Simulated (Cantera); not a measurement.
A perfectly stirred reactor is fed with CH₄ : H₂ : O₂ : N₂ = 1 : 1.1 : 3.59 : 13.5 (molar parts), at 0.987 atm; it is adiabatic with a 325 K inlet, and is followed from long to short residence time, starting on the burning branch (τ in s: 0.022, 0.01, 0.0046, 0.0021, 0.00096, 0.00044, 0.0002, 9.2e-05, 4.2e-05, 1.9e-05, 8.8e-06).

Cantera simulation using GRI-Mech 3.0 (53 species, 325 reactions); the numbers are that mechanism's predictions, not measurements.

Task: Predict: blow-out, bracketed by the residence times tried; x(CH₄) at τ = 22.0 ms; x(H₂) at τ = 22.0 ms; x(O₂) at τ = 22.0 ms; x(N₂O) at τ = 22.0 ms; x(CH₂O) at τ = 22.0 ms; x(CH₄) at τ = 0.440 ms; x(H₂) at τ = 0.440 ms; x(O₂) at τ = 0.440 ms; x(N₂O) at τ = 0.440 ms; x(CH₂O) at τ = 0.440 ms.

Result: 
```
Quantity                                                                      Result
------------------------------------------------  ----------------------------------
blow-out, bracketed by the residence times tried  burning at 92.0 µs, out at 42.0 µs
x(CH₄) at τ = 22.0 ms                                                        1.47e-5
x(H₂) at τ = 22.0 ms                                                        0.000693
x(O₂) at τ = 22.0 ms                                                          0.0557
x(N₂O) at τ = 22.0 ms                                                        4.25e-7
x(CH₂O) at τ = 22.0 ms                                                       1.93e-6
x(CH₄) at τ = 0.440 ms                                                      0.000224
x(H₂) at τ = 0.440 ms                                                        0.00560
x(O₂) at τ = 0.440 ms                                                         0.0606
x(N₂O) at τ = 0.440 ms                                                       2.39e-7
x(CH₂O) at τ = 0.440 ms                                                      2.55e-5
```
